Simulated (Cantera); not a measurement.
**Diamond growth**

A diamond (100) surface in a fixed gas of H2 with x(CH4) = 0.014, x(CH3) = 0.00053, at 1400 K, 0.0207 atm; coverages are run to steady state.

Computed with Cantera and the Harris–Goodwin 1993 mechanism for the reconstructed diamond (100) surface.

```
x(H)     growth (µm/h)  θ c6HH  θ c6H*  θ c6*H   θ c6**
-------  -------------  ------  ------  ------  -------
0.0001         0.00420   0.707  0.0286   0.261  0.00324
0.00024         0.0295   0.566  0.0417   0.382  0.00987
0.00058          0.149   0.453  0.0515   0.471   0.0226
0.0014           0.509   0.385  0.0566   0.518   0.0385
0.0033            1.16   0.351  0.0587   0.537   0.0517
0.008             1.98   0.335  0.0595   0.544   0.0603
0.019             2.74   0.328  0.0598   0.547   0.0647
0.046             3.57   0.325  0.0600   0.548   0.0669
0.11              4.82   0.324  0.0604   0.548   0.0679
```
θ: site fractions in the mechanism's names (c6HH fully hydrogenated, c6H* and c6*H radical sites, c6** diradical, c6HM methylated).
